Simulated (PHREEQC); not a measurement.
## Nickel, zinc or cadmium bath: speciation

Consider water at 55 °C with 0.024 mol/kgw ZnSO4, 0.0008 mol/kgw KCl and 0.00012 mol/kgw H2SO4. Closed to the air; pH follows from the charge balance.

Model: ion-association model, wateq4f.dat, run in PHREEQC.

This is a speciation only: nothing precipitates in the calculation.

**Question.** What pH does the model give?

**Answer.** pH 4.03.

**Question.** In which forms is K present?

**Answer.** K+ 94 %, KSO4- 5.7 % of the K.

At this temperature some constants are extrapolated from 25 °C, and those without enthalpy data are left unchanged.
